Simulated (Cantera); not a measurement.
Cantera run:

```python
import numpy as np
import cantera as ct

gas_names = [...]  # 114 gases of nasa_gas.yaml made of C, Fe, H, O
cond_names = """
    C(gr) C6H6(L) C7H8(L) C8H18(L),n-octa Fe(a) Fe(c) Fe(d) Fe(L) FeC5O5(L) FeO(s) FeO(L) Fe(OH)2(s)
    Fe(OH)3(s) Fe2O3(s) Fe3O4(s) H2O(s) H2O(L)
""".split()


# ... load() reads the species with a 1 bar reference pressure and builds the phases ...
atoms = {
    'Fe2O3': {'Fe': 2, 'O': 3},
    'C': {'C': 1},
    'H2': {'H': 2},
}
top_T = {'C(gr)': 4500, 'Fe2O3(s)': 1830, 'Fe3O4(s)': 1870}  # K; cautious upper limits of use, not melting points


# ... equilibrate(T, P, feed) seeds the gas with the atoms and calls Mixture.equilibrate('TP', solver="vcs", rtol=1e-11, max_steps=5000) ...
results = []
feed = {'Fe2O3': 1, 'C': 1.4, 'H2': 0.24}  # mol
P = 100000  # Pa
for T in [2100, 2175, 2250, 2325, 2400, 2475, 2550]:
    mix = equilibrate(T, P, feed)
    results.append((T, P, feed, dict(zip(mix.species_names, mix.species_moles))))

top = {s: max(r[3][s] / sum(r[3][g] for g in gas_names) for r in results) for s in gas_names}
cols = sorted((s for s in top if top[s] > 0.001), key=lambda s: -top[s])[:7]
seen = [c for c in cond_names if any(r[3].get(c, 0) > 1e-12 for r in results)]
print("log10 of partial pressures in bar; condensed amounts in mol")
print(f"{'T/K':>10s}" + "".join(f"{s[:9]:>10s}" for s in cols + seen))
for T, P, feed, n in results:
    ng = sum(n[g] for g in gas_names)
    print(f"{T:10.4g}" + "".join(f"{np.log10(max(n[s] / ng * P / 1e5, 1e-99)):10.3f}" for s in cols)
          + "".join(f"{n.get(c, 0):10.4g}" for c in seen))
```

It prints:

```
log10 of partial pressures in bar; condensed amounts in mol
       T/K        CO        H2       CO2       H2O        Fe         H       FeO     Fe(L)    FeO(L)
      2100    -0.109    -1.006    -1.126    -1.329    -2.975    -3.009    -4.899    0.5984       1.4
      2175    -0.108    -1.009    -1.143    -1.328    -2.657    -2.816    -4.510    0.5921     1.404
      2250    -0.108    -1.012    -1.160    -1.328    -2.362    -2.635    -4.148    0.5847     1.408
      2325    -0.109    -1.017    -1.177    -1.330    -2.088    -2.467    -3.811    0.5747     1.411
      2400    -0.111    -1.023    -1.194    -1.335    -1.831    -2.310    -3.497    0.5604     1.414
      2475    -0.115    -1.033    -1.212    -1.343    -1.591    -2.164    -3.204    0.5387     1.417
      2550    -0.123    -1.047    -1.233    -1.355    -1.367    -2.030    -2.929    0.5051     1.419
```

Equilibrium computed with Cantera from the NASA thermochemical tables; the gas is ideal and each condensed phase is pure. Each liquid is taken as pure. Mutual solubility and eutectic melting of coexisting phases are not modelled. The tables' stoichiometric FeO is somewhat more stable than real wüstite, so its field is too wide. FeO: taken at fixed stoichiometry.
